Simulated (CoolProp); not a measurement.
Sulfur dioxide along the isobar 35 MPa: Z from the reference equation and from simpler models built on Tc = 157.5 °C, pc = 7.887 MPa, ω = 0.256; each cubic takes its own stable root.

Computed with CoolProp (reference Helmholtz-energy equation of state, Gao 2016).

```csv
T (°C),phase,reference,van der Waals,Redlich-Kwong,Soave-Redlich-Kwong
-7.25,liquid,0.6749,1.095,0.7667,0.7511
-0.15,liquid,0.6645,1.073,0.7540,0.7382
7.05,liquid,0.6546,1.053,0.7421,0.7261
14.25,liquid,0.6454,1.034,0.7310,…
21.35,liquid,0.6370,1.016,0.7209,0.7048
28.55,liquid,…,0.9993,0.7114,0.6953
35.75,liquid,0.6216,0.9833,0.7027,0.6866
42.85,liquid,0.6149,0.9684,0.6947,0.6787
50.05,liquid,0.6086,0.9542,0.6873,0.6715
57.25,liquid,0.6029,0.9407,0.6805,0.6650
64.45,liquid,0.5976,0.9280,0.6743,0.6592
71.55,liquid,0.5929,…,0.6688,0.6541
78.75,liquid,0.5887,…,0.6638,0.6496
85.95,liquid,0.5849,0.8942,0.6593,0.6457
93.05,liquid,0.5816,0.8843,0.6555,0.6425
100.25,liquid,0.5788,0.8749,0.6521,0.6399
```

Task: Complete the blanks.

Result: 
- 14.25, Soave-Redlich-Kwong: 0.7149
- 28.55, reference: 0.6290
- 71.55, van der Waals: 0.9162
- 78.75, van der Waals: 0.9049
